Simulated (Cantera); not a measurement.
Input: 1 mol Zr, 7.5 mol N₂, at 7.50 Torr.

These are equilibrium values from Cantera (NASA tables, ideal gas, pure condensed phases), not measurements of a reactor. Candidate condensed phases: Zr, ZrN; 4 gas species. ZrN: taken at fixed stoichiometry. Rates play no part. All values below are at 1500 °C.

Base state: N₂ 1.00 (mole fractions); condensed: ZrN(s).

Problem. What changes in the equilibrium state with this change: 0.05 mol NH₃ added?

Solution. 
```json
[
 {"species": "N₂", "before": "1.00", "after": "0.989"},
 {"species": "H₂", "before": "0", "after": "0.0104"},
 {"species": "H", "before": "0", "after": "0.000290"},
 {"species": "ZrN(s), mol", "before": "1.00", "after": "1.00"}
]
```
